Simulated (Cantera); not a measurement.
Charge: 1 mol Pb, 1.1 mol CO₂, 200 mol N₂, equilibrated at 1900 K and 0.100 bar.

Cantera equilibrium calculation (NASA polynomials, part measured and part estimated; ideal gas, pure solids and liquids). Candidate condensed phases: C, Pb, PbO, PbO₂, Pb₃O₄; 27 gas species. Rates play no part.

Base state: N₂ 0.989, CO₂ 0.00468, Pb 0.00458, CO 0.000757, PbO 0.000367, NO 0.000150, O₂ 0.000115, O 1.01e-5 (mole fractions); condensed: gas only.

What changes in the equilibrium state with this change: temperature from 1900 K to 1175 K?


```
species       before    after
----------  --------  -------
N₂             0.989    0.990
CO₂          0.00468  0.00542
Pb           0.00458  0.00435
CO          0.000757  2.74e-5
O₂          0.000115    <1e-9
NO          0.000150  2.36e-9
O            1.01e-5    <1e-9
Pb(l), mol         0    0.115
```
